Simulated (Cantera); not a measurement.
Feed: 1 mol B2H6, 9.1 mol O2, 11 mol N2, held at 873.15 K and 13.3 mbar.

Cantera equilibrium calculation (NASA polynomials, part measured and part estimated; ideal gas, pure solids and liquids). The feed counts by its element totals alone. Gases not in the tables: H3BO3. Rates play no part.

| species | before | after |
|---|---|---|
| N2 | 0.547 | 0.543 |
| O2 | 0.304 | 0.301 |
| H2O | 0.149 | 0.142 |
| HBO2 | 4.08e-6 | 0.0132 |
| B2O3 | <1e-9 | 2.62e-5 |
| OH | 2.65e-8 | 5.24e-5 |
| NO | 6.35e-6 | 0.000457 |
| (HBO2)3 | 0.000377 | 4.71e-5 |
| B2O3(l), mol | 0.989 | 0.865 |
Gas species are given as mole fractions.

Task: Name the change that produced these shifts.
A) N2 from 11 to 0.47 mol
B) temperature from 873.15 K to 1925 K
C) temperature from 873.15 K to 1323.15 K
D) O2 from 9.1 to 0.45 mol

Result: C, temperature from 873.15 K to 1323.15 K
